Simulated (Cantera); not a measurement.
What does this Cantera script print?

```python
import numpy as np
import cantera as ct

gas = ct.Solution("gri30.yaml")
gas.TPX = 348, 570000, {'C3H8': 1, 'O2': 5.68, 'N2': 21.4, 'CO2': 7.7}
inlet = ct.Reservoir(gas, clone=True)
gas.equilibrate("HP")  # start burning
reactor = ct.IdealGasConstPressureReactor(gas, energy="on", clone=False)
exhaust = ct.Reservoir(gas, clone=True)
tau = [0.033, 0.014, 0.0062, 0.0027, 0.0011, 0.00049, 0.00021, 9.2e-05, 4e-05, 1.7e-05][0]
for a, b in ((inlet, reactor), (reactor, exhaust)):
    ct.MassFlowController(a, b, mdot=lambda t: reactor.mass / tau)
net = ct.ReactorNet([reactor])
show = ['C3H8', 'O2', 'CO2', 'H2O', 'HCO', 'CH4', 'C2H']

rows = []
print(f"{'tau/s':>10s}{'T/K':>9s}" + "".join(f"{s:>11s}" for s in show))
for tau in [0.033, 0.014, 0.0062, 0.0027, 0.0011, 0.00049, 0.00021, 9.2e-05, 4e-05, 1.7e-05]:
    net.initial_time = 0.0
    net.advance(30 * tau)
    before = gas.X
    net.advance(40 * tau)
    drift = np.max(np.abs(gas.X - before) / (gas.X + 1e-9))
    rows.append([gas.T, *gas[show].X, drift])
    print(f"{tau:10.3e}{gas.T:9.1f}" + "".join(f"{x:11.3e}" for x in gas[show].X))
```

It prints:

```
     tau/s      T/K       C3H8         O2        CO2        H2O        HCO        CH4        C2H
 3.300e-02   1735.7  1.608e-06  1.923e-02  2.890e-01  1.082e-01  1.347e-08  1.126e-06  3.993e-09
 1.400e-02   1727.6  3.136e-06  1.977e-02  2.878e-01  1.080e-01  3.279e-08  1.772e-06  6.869e-09
 6.200e-03   1715.4  5.855e-06  2.062e-02  2.859e-01  1.076e-01  7.740e-08  2.938e-06  1.101e-08
 2.700e-03   1696.3  1.109e-05  2.197e-02  2.830e-01  1.071e-01  1.886e-07  5.588e-06  1.687e-08
 1.100e-03   1663.9  2.295e-05  2.435e-02  2.781e-01  1.062e-01  5.014e-07  1.379e-05  2.459e-08
 4.900e-04   1613.0  5.121e-05  2.829e-02  2.705e-01  1.049e-01  1.232e-06  4.350e-05  2.978e-08
 2.100e-04    348.0  2.795e-02  1.587e-01  2.152e-01 -6.798e-15 -4.161e-38 -7.676e-17  1.559e-50
 9.200e-05    348.0  2.795e-02  1.587e-01  2.152e-01  1.132e-16  7.890e-40  1.278e-18 -8.654e-53
 4.000e-05    348.0  2.795e-02  1.587e-01  2.152e-01  6.909e-19  1.126e-44  7.801e-21  2.851e-57
 1.700e-05    348.0  2.795e-02  1.587e-01  2.152e-01  4.364e-20  5.481e-46  4.928e-22  6.157e-62
```

Model: GRI-Mech 3.0 (53 species, 325 reactions), integrated in Cantera. GRI-Mech 3.0 was tuned for natural gas; its chemistry of propane as a main component is partial and can be far from experiment.
